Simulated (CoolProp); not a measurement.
Computed with CoolProp (reference Helmholtz-energy equation of state, Lemmon 2006). It is a short technical equation, of lower accuracy than the large ones.

### Question
For C3F8 (R218), give the phase and the Z, speed of sound (m/s), expansivity (1/kK), Prandtl number at 290.4 K and 15400 kPa; 306 K and 15400 kPa; 321.5 K and 15400 kPa.

### Answer
- 290.4 K and 15400 kPa: liquid; Z 0.802, speed of sound 478, expansivity 2.30, Prandtl number 5.12
- 306 K and 15400 kPa: liquid; Z 0.790, speed of sound 437, expansivity 2.45, Prandtl number 4.66
- 321.5 K and 15400 kPa: liquid; Z 0.782, speed of sound 399, expansivity 2.63, Prandtl number 4.28

Viscosity comes from a separate model (Huber 2003), an estimate that may be off by 10 % or more. Thermal conductivity comes from a separate model (Huber 2003), an estimate that may be off by 10 % or more.
